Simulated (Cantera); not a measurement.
What does this Cantera script print?

```python
import numpy as np
import cantera as ct

gas_names = """
    H HNO HNO2 HNO3 HO2 H2 H2O H2O2 N NH NH2 NH3 NH2OH NO NO2 NO3 N2 N2H2 N2H4 N2O O OH O2 O3 Zr ZrN ZrO
    ZrO2
""".split()
cond_names = """
    H2O(s) H2O(L) Zr(a) Zr(b) Zr(L) ZrN(s) ZrN(L) ZrO2(a) ZrO2(b) ZrO2(L)
""".split()


def load(file, names, dense=False):
    # The tables refer to 1 bar. Condensed volumes are neglected.
    table = {s.name: s for s in ct.Species.list_from_file(file)}
    out = []
    for n in names:
        d = dict(table[n].input_data)
        d["thermo"] = dict(d["thermo"], **{"reference-pressure": 1e5})
        if dense:
            d["equation-of-state"] = {"model": "constant-volume", "density": "1e6 g/cm^3"}
        out.append(ct.Species.from_dict(d))
    return out


gas = ct.Solution(thermo="ideal-gas", species=load("nasa_gas.yaml", gas_names))
cond = {s.name: ct.Solution(thermo="fixed-stoichiometry", species=[s], name=s.name)
        for s in load("nasa_condensed.yaml", cond_names, dense=True)}
atoms = {
    'ZrO2': {'Zr': 1, 'O': 2},
    'H2': {'H': 2},
    'N2': {'N': 2},
}
top_T = {}  # K; cautious upper limits of use, not melting points


def equilibrate(T, P, feed):
    n = {}
    for name, mol in feed.items():
        for a, k in atoms[name].items():
            n[a] = n.get(a, 0.0) + k * mol
    gas.TPX = T, P, n
    mass = sum(n.values()) * gas.mean_molecular_weight
    gas.equilibrate("TP")
    valid = [c for c in cond.values() if c.min_temp <= T <= top_T.get(c.name, c.max_temp)]
    mix = ct.Mixture([(gas, mass / gas.mean_molecular_weight)] + [(c, 0.0) for c in valid])
    mix.T, mix.P = T, P
    mix.equilibrate("TP", solver="vcs", rtol=1e-11, max_steps=5000)
    return mix


results = []
feed = {'ZrO2': 1, 'H2': 7.2, 'N2': 5.5}  # mol
for P in [10, 32, 100, 320, 1000, 3200, 10000, 32000, 100000, 320000, 1000000]:
    for T in [1325, 1350, 1375, 1400, 1425, 1450, 1475, 1500, 1525, 1550, 1575, 1600, 1625, 1650]:
        mix = equilibrate(T, P, feed)
        results.append((T, P, feed, dict(zip(mix.species_names, mix.species_moles))))

for T, P, feed, n in results:
    print(f"{T:7g} {P:10.4g}  " + (" + ".join(c for c in cond_names if n.get(c, 0) > 1e-12) or "gas only"))
```

Result:

```
   1325         10  ZrN(s) + ZrO2(a)
   1350         10  ZrN(s) + ZrO2(a)
   1375         10  ZrN(s) + ZrO2(a)
   1400         10  ZrN(s) + ZrO2(a)
   1425         10  ZrN(s) + ZrO2(a)
   1450         10  ZrN(s) + ZrO2(a)
   1475         10  ZrN(s) + ZrO2(a)
   1500         10  ZrN(s) + ZrO2(b)
   1525         10  ZrN(s) + ZrO2(b)
   1550         10  ZrN(s) + ZrO2(b)
   1575         10  ZrN(s) + ZrO2(b)
   1600         10  ZrN(s) + ZrO2(b)
   1625         10  ZrN(s) + ZrO2(b)
   1650         10  ZrN(s) + ZrO2(b)
   1325         32  ZrN(s) + ZrO2(a)
   1350         32  ZrN(s) + ZrO2(a)
   1375         32  ZrN(s) + ZrO2(a)
   1400         32  ZrN(s) + ZrO2(a)
   1425         32  ZrN(s) + ZrO2(a)
   1450         32  ZrN(s) + ZrO2(a)
   1475         32  ZrN(s) + ZrO2(a)
   1500         32  ZrN(s) + ZrO2(b)
   1525         32  ZrN(s) + ZrO2(b)
   1550         32  ZrN(s) + ZrO2(b)
   1575         32  ZrN(s) + ZrO2(b)
   1600         32  ZrN(s) + ZrO2(b)
   1625         32  ZrN(s) + ZrO2(b)
   1650         32  ZrN(s) + ZrO2(b)
   1325        100  ZrN(s) + ZrO2(a)
   1350        100  ZrN(s) + ZrO2(a)
   1375        100  ZrN(s) + ZrO2(a)
   1400        100  ZrN(s) + ZrO2(a)
   1425        100  ZrN(s) + ZrO2(a)
   1450        100  ZrN(s) + ZrO2(a)
   1475        100  ZrN(s) + ZrO2(a)
   1500        100  ZrN(s) + ZrO2(b)
   1525        100  ZrN(s) + ZrO2(b)
   1550        100  ZrN(s) + ZrO2(b)
   1575        100  ZrN(s) + ZrO2(b)
   1600        100  ZrN(s) + ZrO2(b)
   1625        100  ZrN(s) + ZrO2(b)
   1650        100  ZrN(s) + ZrO2(b)
   1325        320  ZrN(s) + ZrO2(a)
   1350        320  ZrN(s) + ZrO2(a)
   1375        320  ZrN(s) + ZrO2(a)
   1400        320  ZrN(s) + ZrO2(a)
   1425        320  ZrN(s) + ZrO2(a)
   1450        320  ZrN(s) + ZrO2(a)
   1475        320  ZrN(s) + ZrO2(a)
   1500        320  ZrN(s) + ZrO2(b)
   1525        320  ZrN(s) + ZrO2(b)
   1550        320  ZrN(s) + ZrO2(b)
   1575        320  ZrN(s) + ZrO2(b)
   1600        320  ZrN(s) + ZrO2(b)
   1625        320  ZrN(s) + ZrO2(b)
   1650        320  ZrN(s) + ZrO2(b)
   1325       1000  ZrN(s) + ZrO2(a)
   1350       1000  ZrN(s) + ZrO2(a)
   1375       1000  ZrN(s) + ZrO2(a)
   1400       1000  ZrN(s) + ZrO2(a)
   1425       1000  ZrN(s) + ZrO2(a)
   1450       1000  ZrN(s) + ZrO2(a)
   1475       1000  ZrN(s) + ZrO2(a)
   1500       1000  ZrN(s) + ZrO2(b)
   1525       1000  ZrN(s) + ZrO2(b)
   1550       1000  ZrN(s) + ZrO2(b)
   1575       1000  ZrN(s) + ZrO2(b)
   1600       1000  ZrN(s) + ZrO2(b)
   1625       1000  ZrN(s) + ZrO2(b)
   1650       1000  ZrN(s) + ZrO2(b)
   1325       3200  ZrN(s) + ZrO2(a)
   1350       3200  ZrN(s) + ZrO2(a)
   1375       3200  ZrN(s) + ZrO2(a)
   1400       3200  ZrN(s) + ZrO2(a)
   1425       3200  ZrN(s) + ZrO2(a)
   1450       3200  ZrN(s) + ZrO2(a)
   1475       3200  ZrN(s) + ZrO2(a)
   1500       3200  ZrN(s) + ZrO2(b)
   1525       3200  ZrN(s) + ZrO2(b)
   1550       3200  ZrN(s) + ZrO2(b)
   1575       3200  ZrN(s) + ZrO2(b)
   1600       3200  ZrN(s) + ZrO2(b)
   1625       3200  ZrN(s) + ZrO2(b)
   1650       3200  ZrN(s) + ZrO2(b)
   1325      1e+04  ZrN(s) + ZrO2(a)
   1350      1e+04  ZrN(s) + ZrO2(a)
   1375      1e+04  ZrN(s) + ZrO2(a)
   1400      1e+04  ZrN(s) + ZrO2(a)
   1425      1e+04  ZrN(s) + ZrO2(a)
   1450      1e+04  ZrN(s) + ZrO2(a)
   1475      1e+04  ZrN(s) + ZrO2(a)
   1500      1e+04  ZrN(s) + ZrO2(b)
   1525      1e+04  ZrN(s) + ZrO2(b)
   1550      1e+04  ZrN(s) + ZrO2(b)
   1575      1e+04  ZrN(s) + ZrO2(b)
   1600      1e+04  ZrN(s) + ZrO2(b)
   1625      1e+04  ZrN(s) + ZrO2(b)
   1650      1e+04  ZrN(s) + ZrO2(b)
   1325    3.2e+04  ZrN(s) + ZrO2(a)
   1350    3.2e+04  ZrN(s) + ZrO2(a)
   1375    3.2e+04  ZrN(s) + ZrO2(a)
   1400    3.2e+04  ZrN(s) + ZrO2(a)
   1425    3.2e+04  ZrN(s) + ZrO2(a)
   1450    3.2e+04  ZrN(s) + ZrO2(a)
   1475    3.2e+04  ZrN(s) + ZrO2(a)
   1500    3.2e+04  ZrN(s) + ZrO2(b)
   1525    3.2e+04  ZrN(s) + ZrO2(b)
   1550    3.2e+04  ZrN(s) + ZrO2(b)
   1575    3.2e+04  ZrN(s) + ZrO2(b)
   1600    3.2e+04  ZrN(s) + ZrO2(b)
   1625    3.2e+04  ZrN(s) + ZrO2(b)
   1650    3.2e+04  ZrN(s) + ZrO2(b)
   1325      1e+05  ZrN(s) + ZrO2(a)
   1350      1e+05  ZrN(s) + ZrO2(a)
   1375      1e+05  ZrN(s) + ZrO2(a)
   1400      1e+05  ZrN(s) + ZrO2(a)
   1425      1e+05  ZrN(s) + ZrO2(a)
   1450      1e+05  ZrN(s) + ZrO2(a)
   1475      1e+05  ZrN(s) + ZrO2(a)
   1500      1e+05  ZrN(s) + ZrO2(b)
   1525      1e+05  ZrN(s) + ZrO2(b)
   1550      1e+05  ZrN(s) + ZrO2(b)
   1575      1e+05  ZrN(s) + ZrO2(b)
   1600      1e+05  ZrN(s) + ZrO2(b)
   1625      1e+05  ZrN(s) + ZrO2(b)
   1650      1e+05  ZrN(s) + ZrO2(b)
   1325    3.2e+05  ZrN(s) + ZrO2(a)
   1350    3.2e+05  ZrN(s) + ZrO2(a)
   1375    3.2e+05  ZrN(s) + ZrO2(a)
   1400    3.2e+05  ZrN(s) + ZrO2(a)
   1425    3.2e+05  ZrN(s) + ZrO2(a)
   1450    3.2e+05  ZrN(s) + ZrO2(a)
   1475    3.2e+05  ZrN(s) + ZrO2(a)
   1500    3.2e+05  ZrN(s) + ZrO2(b)
   1525    3.2e+05  ZrN(s) + ZrO2(b)
   1550    3.2e+05  ZrN(s) + ZrO2(b)
   1575    3.2e+05  ZrN(s) + ZrO2(b)
   1600    3.2e+05  ZrN(s) + ZrO2(b)
   1625    3.2e+05  ZrN(s) + ZrO2(b)
   1650    3.2e+05  ZrN(s) + ZrO2(b)
   1325      1e+06  ZrN(s) + ZrO2(a)
   1350      1e+06  ZrN(s) + ZrO2(a)
   1375      1e+06  ZrN(s) + ZrO2(a)
   1400      1e+06  ZrN(s) + ZrO2(a)
   1425      1e+06  ZrN(s) + ZrO2(a)
   1450      1e+06  ZrN(s) + ZrO2(a)
   1475      1e+06  ZrN(s) + ZrO2(a)
   1500      1e+06  ZrN(s) + ZrO2(b)
   1525      1e+06  ZrN(s) + ZrO2(b)
   1550      1e+06  ZrN(s) + ZrO2(b)
   1575      1e+06  ZrN(s) + ZrO2(b)
   1600      1e+06  ZrN(s) + ZrO2(b)
   1625      1e+06  ZrN(s) + ZrO2(b)
   1650      1e+06  ZrN(s) + ZrO2(b)
```

These are equilibrium values from Cantera (NASA tables, ideal gas, pure condensed phases), not measurements of a reactor. Mutual solubility and eutectic melting of coexisting phases are not modelled. ZrN: taken at fixed stoichiometry. Condensed phases not in the tables: solid solutions among these carbides, nitrides and lower oxides.
